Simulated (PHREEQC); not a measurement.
Dissolve 81 mmol/kgw ZnSO4, 0.28 mmol/kgw H3BO3 and 140 mmol/kgw NiCl2 at 25 °C. It is in equilibrium with CO2 at log p = -1 (atm). Otherwise closed; pH follows from the charge balance.

Equilibrium calculation in PHREEQC: ion-association model, wateq4f.dat.

Each row changes one thing in this solution. This is a speciation only: nothing precipitates in the calculation.

| case | pH | ionic strength (mol/kgw) | Cl- (mol/kgw) | Ni+2 (mol/kgw) | Zn+2 (mol/kgw) | SO4-2 (mol/kgw) | SI of Morenosite (NiSO4:7H2O) | SI of Goslarite (ZnSO4:7H2O) |
|---|---|---|---|---|---|---|---|---|
| as made | 4.11 | 0.486 | 0.244 | 0.0919 | 0.0515 | 0.0295 | -1.46 | -2.17 |
| diluted 2-fold with water | 4.17 | 0.264 | 0.130 | 0.0516 | 0.0278 | 0.0172 | … | -2.47 |
| H3BO3 from 0.00028 to 0.00042 mol/kgw | 4.11 | 0.486 | 0.244 | 0.0919 | 0.0515 | 0.0295 | -1.46 | -2.17 |
| temperature from 25 to 20 °C | … | 0.490 | … | 0.0921 | 0.0529 | 0.0296 | … | … |
| H3BO3 from 0.00028 to 0.000252 mol/kgw | 4.11 | 0.486 | 0.244 | 0.0919 | 0.0515 | 0.0295 | -1.46 | -2.17 |
| diluted 100-fold with water | 4.38 | 0.00687 | 0.00279 | 0.00130 | 0.000744 | 0.000664 | -4.00 | -4.64 |

**Question.** What belongs in the gaps?

**Answer.** 
- diluted 2-fold with water, SI of Morenosite (NiSO4:7H2O): -1.82
- temperature from 25 to 20 °C, pH: 4.08
- temperature from 25 to 20 °C, Cl- (mol/kgw): 0.245
- temperature from 25 to 20 °C, SI of Morenosite (NiSO4:7H2O): -1.41
- temperature from 25 to 20 °C, SI of Goslarite (ZnSO4:7H2O): -2.10

Species that the database lacks are ignored.
